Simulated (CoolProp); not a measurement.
R141b at 298.15 K and 0.0639 MPa is compressed adiabatically to 0.434 MPa with isentropic efficiency 0.9. Each further row changes one setting.

Computed with CoolProp (reference Helmholtz-energy equation of state, Lemmon 2006). It is a short technical equation, of lower accuracy than the large ones.

| case | work (kJ/kg) | final temperature (K) | final density (kg/m³) |
|---|---|---|---|
| as stated | 46.9 | 364.4 | 18.5 |
| efficiency 1 | 42.2 | 359.4 | 18.8 |
| efficiency 0.65 | 64.9 | 383.8 | 17.2 |
